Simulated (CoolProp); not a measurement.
n-octane along the isobar 505 kPa: Z from the reference equation and from simpler models built on Tc = 295.6 °C, pc = 2484 kPa, ω = 0.398; each cubic takes its own stable root.

Computed with CoolProp (reference Helmholtz-energy equation of state, Beckmüller 2019).

| T (°C) | phase | reference | van der Waals | Redlich-Kwong | Soave-Redlich-Kwong | Peng-Robinson |
|---|---|---|---|---|---|---|
| -27.65 | liquid | 0.03815 | 0.06917 | 0.04650 | 0.04524 | 0.04034 |
| 1.45 | liquid | 0.03520 | 0.06347 | 0.04276 | 0.04135 | 0.03682 |
| 30.55 | liquid | 0.03290 | 0.05906 | 0.03992 | 0.03835 | 0.03410 |
| 59.75 | liquid | 0.03109 | 0.05563 | 0.03777 | 0.03605 | 0.03199 |
| 88.85 | liquid | 0.02969 | 0.05305 | 0.03620 | 0.03432 | 0.03041 |
| 117.95 | liquid | 0.02865 | 0.05121 | 0.03517 | 0.03311 | 0.02928 |
| 147.15 | liquid | 0.02794 | 0.8588 | 0.03468 | 0.03240 | 0.02861 |
| 176.25 | liquid | 0.02759 | 0.8821 | 0.8468 | 0.03229 | 0.02847 |
| 205.35 | gas | 0.8437 | 0.9001 | 0.8751 | 0.8595 | 0.8506 |
| 234.45 | gas | 0.8786 | 0.9144 | 0.8964 | 0.8877 | 0.8792 |
| 263.65 | gas | 0.9032 | 0.9260 | 0.9131 | 0.9092 | 0.9012 |
| 292.75 | gas | 0.9212 | 0.9354 | 0.9262 | 0.9260 | 0.9183 |
| 321.85 | gas | 0.9350 | 0.9434 | 0.9369 | 0.9392 | 0.9320 |

At some of these states van der Waals, Redlich-Kwong gives the other phase, because its saturation line lies elsewhere.
